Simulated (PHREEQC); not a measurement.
Dissolve 0.008 mol HF, 0.0025 mol H2SiF6, 0.0019 mol H3PO4 and 0.058 mol HNO3 per kg of water at 88 °C and 500 atm. Closed to the air; pH follows from the charge balance.

All values are PHREEQC results (ion-association model, phreeqc.dat), not measurements.

### Question
The ionic strength comes out as 0.0590 mol/kgw. What activity coefficients do H2PO4-, H+, HF2-, SiF6-2, F- get?

### Answer
H2PO4- 0.80, H+ 0.83, HF2- 0.79, SiF6-2 0.41, F- 0.78.

No solid was allowed to form. Examples of supersaturated solids here: Quartz (slow to form), Chalcedony (slow to form). Others may be too. Species that the database lacks are ignored. Under pressure, the constants of complexes without a molar volume in the database are unreliable. At this temperature some constants are extrapolated from 25 °C, and those without enthalpy data are left unchanged. SiF6-2 is the database's only silicon fluoride.
